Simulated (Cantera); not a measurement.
Charge: 1 mol SiO₂, 0.0077 mol C, a varied amount of H₂, at 1848.15 K and 0.133 bar.

Method: chemical equilibrium by Gibbs-energy minimisation in Cantera with the NASA 1993 tables (ideal gas, pure condensed phases). Candidate condensed phases: C, C₆H₆, C₇H₈, C₈H₁₈, H₂O, Si, SiC, SiO₂; 123 gas species. The tables hold silica as quartz up to 1696 K and as liquid above; real silica turns to tridymite and cristobalite and melts near 1996 K. The numbers say what is thermodynamically allowed, not how fast it happens.

log p: log10 of the partial pressure in bar; n: condensed amount in mol.

```csv
n(H₂) (mol),log p H₂,log p SiO,log p CO,log p H₂O,log p H,log p CO₂,log p Si,n SiO₂(condensed)
0.054,-0.98,-1.83,-1.83,-4.42,-3.77,-5.87,-6.57,0.992
0.096,-0.94,-2.03,-2.04,-4.17,-3.75,-5.87,-6.98,0.992
0.17,-0.91,?,?,?,-3.73,-5.87,?,0.992
0.3,-0.90,?,?,?,-3.72,-5.89,?,0.992
0.53,-0.89,-2.66,-2.73,-3.49,-3.72,-5.93,-8.23,0.991
0.94,-0.89,-2.81,-2.97,-3.33,-3.72,-6.02,-8.54,0.989
1.7,-0.88,-2.92,-3.23,-3.22,-3.72,-6.17,-8.76,0.985
2.9,-0.88,-2.98,-3.46,-3.16,-3.72,-6.34,-8.88,0.977
5.2,-0.88,-3.02,-3.71,-3.12,-3.72,-6.55,-8.96,0.963
```

Question: Fill in the missing entries.

Answer: 
- 0.17, log p SiO: -2.25
- 0.17, log p CO: -2.26
- 0.17, log p H₂O: -3.93
- 0.17, log p Si: -7.41
- 0.3, log p SiO: -2.46
- 0.3, log p CO: -2.49
- 0.3, log p H₂O: -3.70
- 0.3, log p Si: -7.84
